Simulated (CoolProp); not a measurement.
R123 along the isotherm 409.9 K: Z from the reference equation and from simpler models built on Tc = 456.8 K, pc = 3.662 MPa, ω = 0.282; each cubic takes its own stable root.

Computed with CoolProp (reference Helmholtz-energy equation of state, Younglove 1994). It is a modified Benedict-Webb-Rubin equation, recast in Helmholtz form.

| p (MPa) | phase | reference | van der Waals | Redlich-Kwong | Soave-Redlich-Kwong | Peng-Robinson |
|---|---|---|---|---|---|---|
| 0.0579 | gas | 0.9920 | 0.9939 | 0.9926 | 0.9923 | 0.9916 |
| 0.085 | gas | 0.9882 | 0.9910 | 0.9891 | 0.9886 | 0.9876 |
| 0.125 | gas | 0.9826 | 0.9867 | 0.9840 | 0.9832 | 0.9817 |
| 0.183 | gas | 0.9743 | 0.9804 | 0.9764 | 0.9752 | 0.9731 |
| 0.269 | gas | 0.9619 | 0.9710 | 0.9650 | 0.9633 | 0.9602 |
| 0.394 | gas | 0.9434 | 0.9570 | 0.9482 | 0.9455 | 0.9409 |
| 0.579 | gas | 0.9149 | 0.9355 | 0.9223 | 0.9181 | 0.9115 |
| 0.85 | gas | 0.8702 | 0.9024 | 0.8822 | 0.8755 | 0.8659 |
| 1.25 | gas | 0.7954 | 0.8486 | 0.8169 | 0.8052 | 0.7912 |
| 1.83 | liquid | 0.07419 | 0.7546 | 0.6994 | 0.08722 | 0.07696 |
| 2.69 | liquid | 0.1076 | 0.1799 | 0.1320 | 0.1250 | 0.1105 |
| 3.94 | liquid | 0.1552 | 0.2489 | 0.1859 | 0.1778 | 0.1575 |
| 5.79 | liquid | 0.2237 | 0.3474 | 0.2617 | 0.2526 | 0.2242 |
| 8.5 | liquid | 0.3211 | 0.4860 | 0.3671 | 0.3571 | 0.3175 |
| 12.5 | liquid | 0.4601 | 0.6818 | 0.5147 | 0.5038 | 0.4489 |
| 18.3 | liquid | 0.6545 | 0.9542 | 0.7178 | 0.7062 | 0.6305 |

At some of these states van der Waals, Redlich-Kwong gives the other phase, because its saturation line lies elsewhere.
